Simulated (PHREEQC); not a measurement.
Brine

Dissolve 0.41 mol/kgw MgSO4 and 0.006 mol/kgw Na2B4O7 at 25 °C. Closed to the air; pH follows from the charge balance.

Model: Pitzer model, pitzer.dat, run in PHREEQC.

No solid was allowed to form.

Question: Predict the pH.

Answer: pH 8.46.

Question: In which forms is B present?

Answer: B(OH)3 50 %, B(OH)4- 27 %, MgB(OH)4+ 23 %, B3O3(OH)4- 0.6 % of the B.

In brines, pH and single-ion activities rest on the MacInnes convention.
